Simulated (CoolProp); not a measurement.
Vapour-liquid equilibrium of dimethyl carbonate (1) + n-heptane (2) at 0.0339 MPa; x and y are mole fractions of (1).

Computed with CoolProp (multi-fluid Helmholtz-energy mixture model, Zhou 2011 and Span 2003; pair parameters Bell 2016).

| x | bubble temperature (°C) | y at the bubble point | dew temperature at overall composition x (°C) | liquid density (mol/L) |
|---|---|---|---|---|
| 0.05 | 60.4 | 0.198 | 63.9 | 6.612 |
| 0.125 | 56.0 | 0.364 | 62.2 | 6.868 |
| 0.2 | 53.6 | 0.453 | 60.3 | 7.125 |
| 0.275 | 52.2 | 0.506 | 58.4 | 7.392 |
| 0.35 | ? | 0.538 | 56.4 | 7.674 |
| 0.425 | 51.1 | 0.559 | 54.3 | 7.977 |
| 0.5 | 51.0 | 0.573 | 52.4 | 8.303 |
| 0.575 | 50.9 | 0.584 | 51.0 | 8.658 |
| 0.65 | 51.0 | ? | ? | 9.045 |
| 0.725 | 51.1 | 0.611 | 53.3 | 9.467 |
| 0.8 | 51.6 | 0.640 | 54.9 | ? |
| 0.875 | 52.7 | 0.697 | 56.6 | 10.42 |
| 0.95 | 55.4 | 0.823 | ? | 10.94 |

### Question
What belongs in the gaps?

### Answer

- 0.35, bubble temperature (°C): 51.5
- 0.65, y at the bubble point: 0.595
- 0.65, dew temperature at overall composition x (°C): 51.7
- 0.8, liquid density (mol/L): 9.927
- 0.95, dew temperature at overall composition x (°C): 58.2

y crosses x between x = 0.575 and 0.65: the model has an azeotrope there.

The pair parameters rest on a limited set of measurements; away from them the model extrapolates.
